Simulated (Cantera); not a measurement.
**Premixed flame**

A freely propagating, adiabatic, planar premixed flame of CH₄ : CO : O₂ : N₂ : H₂O = 1 : 0.045 : 2.3 : 8.64 : 2.3 (molar parts), equivalence ratio 0.88, unburnt at 575 K and 120000 Pa; mixture-averaged transport, grid criteria slope 0.08 and curve 0.16, no radiation.

Detailed kinetics in Cantera: GRI-Mech 3.0 (53 species, 325 reactions). Burning velocities carry a grid error of a few per cent, more on coarse grids.

```csv
z (mm),T (K),u (m/s),x CH₄,x CO,x O₂,x HCN,x HCO,x H₂O
-1.57,575,0.526,0.0699,0.00315,0.161,<1e-8,<1e-8,0.161
-1.05,580,0.531,0.0695,0.00322,0.160,<1e-8,<1e-8,0.162
-0.784,593,0.543,0.0685,0.00343,0.159,<1e-8,<1e-8,0.163
-0.523,658,0.605,0.0644,0.00464,0.154,2.00e-8,<1e-8,0.171
-0.261,976,0.905,0.0454,0.0119,0.127,1.66e-7,1.24e-7,0.205
-0.131,1300,1.21,0.0251,0.0208,0.0950,3.94e-7,2.98e-6,0.237
0,1626,1.52,0.00523,0.0280,0.0566,7.68e-7,1.42e-5,0.269
0.131,1766,1.64,0.000214,0.0210,0.0363,5.77e-7,2.92e-6,0.281
0.261,1824,1.69,4.55e-6,0.0133,0.0302,2.01e-7,9.61e-8,0.284
0.523,1890,1.74,<1e-8,0.00739,0.0261,2.48e-8,<1e-8,0.287
1.05,1952,1.79,<1e-8,0.00437,0.0231,<1e-8,<1e-8,0.293
2.09,1995,1.82,<1e-8,0.00245,0.0212,<1e-8,<1e-8,0.297
4.18,2017,1.84,<1e-8,0.00128,0.0202,<1e-8,<1e-8,0.299
```
x: mole fraction of selected species; z is measured from the peak of heat release.

- laminar burning velocity = 52.5 cm/s
- thermal thickness = 0.523 mm
- peak x(HCN) = 8.14e-7
- peak x(HCO) = 1.43e-5
- grid points = 127
